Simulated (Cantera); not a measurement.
A perfectly stirred reactor is fed with 7.11 % CO, 5.90 % H₂, 1.42 % CH₄, 18.0 % O₂, 67.6 % N₂, equivalence ratio 0.52, at 9.67 atm; it is adiabatic with a 623 K inlet, and is followed from long to short residence time, starting on the burning branch (τ in s: 0.058, 0.025, 0.011, 0.0049, 0.0022, 0.00096, 0.00043, 0.00019, 8.3e-05, 3.7e-05, 1.6e-05, 7.1e-06).

Cantera simulation using GRI-Mech 3.0 (53 species, 325 reactions); the numbers are that mechanism's predictions, not measurements.

Problem. Predict: blow-out, bracketed by the residence times tried; x(CO) at τ = 58.0 ms; x(H₂) at τ = 58.0 ms; x(CH₄) at τ = 58.0 ms; x(H) at τ = 58.0 ms; x(CO) at τ = 0.430 ms; x(H₂) at τ = 0.430 ms; x(CH₄) at τ = 0.430 ms; x(CH₂CO) at τ = 0.430 ms; x(H) at τ = 0.430 ms.

Solution. 
- blow-out, bracketed by the residence times tried = burning at 37.0 µs, out at 16.0 µs
- x(CO) at τ = 58.0 ms = 0.000171
- x(H₂) at τ = 58.0 ms = 2.77e-5
- x(CH₄) at τ = 58.0 ms = 7.35e-7
- x(H) at τ = 58.0 ms = 2.27e-6
- x(CO) at τ = 0.430 ms = 0.00418
- x(H₂) at τ = 0.430 ms = 0.000420
- x(CH₄) at τ = 0.430 ms = 2.78e-5
- x(CH₂CO) at τ = 0.430 ms = 1.32e-8
- x(H) at τ = 0.430 ms = 8.16e-5
